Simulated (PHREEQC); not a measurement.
Dissolve 0.064 mol/kgw HF, 0.00053 mol/kgw NaF and 1.9e-05 mol/kgw H4SiO4 at 43 °C. Closed to the air; pH follows from the charge balance.

Equilibrium calculation in PHREEQC: ion-association model, phreeqc.dat.

Each row changes one thing in this solution. No solid was allowed to form.

```tsv
case	pH	ionic strength (mol/kgw)	HF (mol/kgw)	F- (mol/kgw)	HF2- (mol/kgw)	SI of Quartz (SiO2)
as made	2.25	0.00661	0.0566	0.00528	0.00127	-7.74
NaF left out	2.23	0.00632	0.0564	0.00505	0.00121	-7.69
diluted 10-fold with water	2.82	0.00163	0.00479	0.00159	3.23e-5	-3.39
HF from 0.064 to 0.32 mol/kgw	1.75	0.0204	0.289	0.00913	0.0112	-11.10
temperature from 43 to 35 °C	2.22	0.00706	0.0561	0.00569	0.00131	-8.24
```

Away from 25 °C the constants follow the database's enthalpies or fits; those with neither stay at their 25 °C values. SiF6-2 is the database's only silicon fluoride.
